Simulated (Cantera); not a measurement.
What does this Cantera script print?

```python
import numpy as np
import cantera as ct

gas_names = """
    B BH BH2 BH3 BN BO BO2 B2 B2O B2O2 B2O3 B3O3H3 H HBO HBO2 HNO HNO2 HNO3 HO2 H2 H2O H2O2 H3B3O6 N NH
    NH2 NH3 NH2OH NO NO2 NO3 N2 N2H2 N2H4 N2O O OH O2 O3
""".split()
cond_names = """
    B(b) B(L) BN(s) B2O3(L) B3O3H3(cr) H2O(s) H2O(L)
""".split()


# ... load() reads the species with a 1 bar reference pressure and builds the phases ...
atoms = {
    'borazine': {'B': 3, 'N': 3, 'H': 6},
    'H2O': {'H': 2, 'O': 1},
    'N2': {'N': 2},
    'NH3': {'N': 1, 'H': 3},
}
top_T = {'BN(s)': 3200}  # K; cautious upper limits of use, not melting points


# ... equilibrate(T, P, feed) seeds the gas with the atoms and calls Mixture.equilibrate('TP', solver="vcs", rtol=1e-11, max_steps=5000) ...
results = []
P = 29  # Pa
for T in [1225, 1275, 1325, 1375, 1425, 1475, 1525, 1575, 1625, 1675, 1725, 1775]:
    for m in [0.095, 0.14, 0.2, 0.3, 0.44, 0.64, 0.94, 1.4, 2, 2.9]:
        feed = {'borazine': 1, 'H2O': m, 'N2': 0.15, 'NH3': 11}  # mol
        mix = equilibrate(T, P, feed)
        results.append((T, P, feed, dict(zip(mix.species_names, mix.species_moles))))

for T, P, feed, n in results:
    print(f"{T:7g} {feed['H2O']:10.4g}  " + (" + ".join(c for c in cond_names if n.get(c, 0) > 1e-12) or "gas only"))
```

Result:

```
   1225      0.095  BN(s) + B2O3(L)
   1225       0.14  BN(s) + B2O3(L)
   1225        0.2  BN(s) + B2O3(L)
   1225        0.3  BN(s) + B2O3(L)
   1225       0.44  BN(s) + B2O3(L)
   1225       0.64  BN(s) + B2O3(L)
   1225       0.94  BN(s) + B2O3(L)
   1225        1.4  BN(s) + B2O3(L)
   1225          2  BN(s) + B2O3(L)
   1225        2.9  BN(s) + B2O3(L)
   1275      0.095  BN(s)
   1275       0.14  BN(s)
   1275        0.2  BN(s) + B2O3(L)
   1275        0.3  BN(s) + B2O3(L)
   1275       0.44  BN(s) + B2O3(L)
   1275       0.64  BN(s) + B2O3(L)
   1275       0.94  BN(s) + B2O3(L)
   1275        1.4  BN(s) + B2O3(L)
   1275          2  BN(s) + B2O3(L)
   1275        2.9  BN(s) + B2O3(L)
   1325      0.095  BN(s)
   1325       0.14  BN(s)
   1325        0.2  BN(s)
   1325        0.3  BN(s)
   1325       0.44  BN(s) + B2O3(L)
   1325       0.64  BN(s) + B2O3(L)
   1325       0.94  BN(s) + B2O3(L)
   1325        1.4  BN(s) + B2O3(L)
   1325          2  BN(s) + B2O3(L)
   1325        2.9  BN(s) + B2O3(L)
   1375      0.095  BN(s)
   1375       0.14  BN(s)
   1375        0.2  BN(s)
   1375        0.3  BN(s)
   1375       0.44  BN(s)
   1375       0.64  BN(s)
   1375       0.94  BN(s) + B2O3(L)
   1375        1.4  BN(s) + B2O3(L)
   1375          2  BN(s) + B2O3(L)
   1375        2.9  BN(s) + B2O3(L)
   1425      0.095  BN(s)
   1425       0.14  BN(s)
   1425        0.2  BN(s)
   1425        0.3  BN(s)
   1425       0.44  BN(s)
   1425       0.64  BN(s)
   1425       0.94  BN(s)
   1425        1.4  BN(s)
   1425          2  BN(s)
   1425        2.9  BN(s) + B2O3(L)
   1475      0.095  BN(s)
   1475       0.14  BN(s)
   1475        0.2  BN(s)
   1475        0.3  BN(s)
   1475       0.44  BN(s)
   1475       0.64  BN(s)
   1475       0.94  BN(s)
   1475        1.4  BN(s)
   1475          2  BN(s)
   1475        2.9  BN(s)
   1525      0.095  BN(s)
   1525       0.14  BN(s)
   1525        0.2  BN(s)
   1525        0.3  BN(s)
   1525       0.44  BN(s)
   1525       0.64  BN(s)
   1525       0.94  BN(s)
   1525        1.4  BN(s)
   1525          2  BN(s)
   1525        2.9  BN(s)
   1575      0.095  BN(s)
   1575       0.14  BN(s)
   1575        0.2  BN(s)
   1575        0.3  BN(s)
   1575       0.44  BN(s)
   1575       0.64  BN(s)
   1575       0.94  BN(s)
   1575        1.4  BN(s)
   1575          2  BN(s)
   1575        2.9  BN(s)
   1625      0.095  BN(s)
   1625       0.14  BN(s)
   1625        0.2  BN(s)
   1625        0.3  BN(s)
   1625       0.44  BN(s)
   1625       0.64  BN(s)
   1625       0.94  BN(s)
   1625        1.4  BN(s)
   1625          2  BN(s)
   1625        2.9  BN(s)
   1675      0.095  BN(s)
   1675       0.14  BN(s)
   1675        0.2  BN(s)
   1675        0.3  BN(s)
   1675       0.44  BN(s)
   1675       0.64  BN(s)
   1675       0.94  BN(s)
   1675        1.4  BN(s)
   1675          2  BN(s)
   1675        2.9  BN(s)
   1725      0.095  BN(s)
   1725       0.14  BN(s)
   1725        0.2  BN(s)
   1725        0.3  BN(s)
   1725       0.44  BN(s)
   1725       0.64  BN(s)
   1725       0.94  BN(s)
   1725        1.4  BN(s)
   1725          2  BN(s)
   1725        2.9  BN(s)
   1775      0.095  BN(s)
   1775       0.14  BN(s)
   1775        0.2  BN(s)
   1775        0.3  BN(s)
   1775       0.44  BN(s)
   1775       0.64  BN(s)
   1775       0.94  BN(s)
   1775        1.4  BN(s)
   1775          2  BN(s)
   1775        2.9  BN(s)
```

Equilibrium computed with Cantera from the NASA thermochemical tables; the gas is ideal and each condensed phase is pure. The feed counts by its element totals alone. Mutual solubility and eutectic melting of coexisting phases are not modelled.
